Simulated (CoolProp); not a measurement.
Computed with CoolProp (reference Helmholtz-energy equation of state, Leachman 2009).

Question: For normal hydrogen, give the phase and the cp (kJ/(kg K)), speed of sound (m/s), viscosity (µPa s), conductivity (mW/(m K)) at -196.25 °C and 8.1 bar; -196.25 °C and 9.72 bar.

Answer: 
- -196.25 °C and 8.1 bar: gas; cp 11.1, speed of sound 724, viscosity 3.44, conductivity 56.9
- -196.25 °C and 9.72 bar: gas; cp 11.2, speed of sound 725, viscosity 3.46, conductivity 57.5

Viscosity comes from a separate model (Muzny 2013). Thermal conductivity comes from a separate model (Assael 2011).
